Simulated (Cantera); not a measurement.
An isothermal, constant-pressure homogeneous reactor starts with CO : O₂ : H₂O : N₂ = 0.015 : 0.0051 : 0.00013 : 1 (molar parts), at 1000 K and 100.0 Torr. Integrator tolerance rtol = 1e-08.

Cantera simulation using GRI-Mech 3.0 (53 species, 325 reactions); the numbers are that mechanism's predictions, not measurements.

**Question.** What does this change do: pressure from 100.0 Torr to 3980 Torr?

**Answer.** 
```csv
quantity,before,after
x(CO) at 3.00 s,0.00496 (gas-phase equilibrium 0.00468),0.0145 (gas-phase equilibrium 0.00468)
x(O₂) at 3.00 s,0.000120 (gas-phase equilibrium <1e-12),0.00490 (gas-phase equilibrium <1e-12)
x(H₂O) at 3.00 s,4.51e-5 (gas-phase equilibrium 7.69e-5),0.000127 (gas-phase equilibrium 7.69e-5)
x(O) at 3.00 s,7.05e-5 (gas-phase equilibrium <1e-12),2.39e-9 (gas-phase equilibrium <1e-12)
x(N₂O) at 3.00 s,3.01e-8 (gas-phase equilibrium <1e-12),1.26e-8 (gas-phase equilibrium <1e-12)
```

**Question.** What does this change do: pressure from 100.0 Torr to 443 Torr?

**Answer.** 
```
quantity                                           before                                     after
----------------  ---------------------------------------  ----------------------------------------
x(CO) at 3.00 s   0.00496 (gas-phase equilibrium 0.00468)    0.0142 (gas-phase equilibrium 0.00468)
x(O₂) at 3.00 s   0.000120 (gas-phase equilibrium <1e-12)    0.00475 (gas-phase equilibrium <1e-12)
x(H₂O) at 3.00 s  4.51e-5 (gas-phase equilibrium 7.69e-5)  0.000125 (gas-phase equilibrium 7.69e-5)
x(O) at 3.00 s     7.05e-5 (gas-phase equilibrium <1e-12)    9.84e-7 (gas-phase equilibrium <1e-12)
x(N₂O) at 3.00 s   3.01e-8 (gas-phase equilibrium <1e-12)    6.30e-8 (gas-phase equilibrium <1e-12)
```
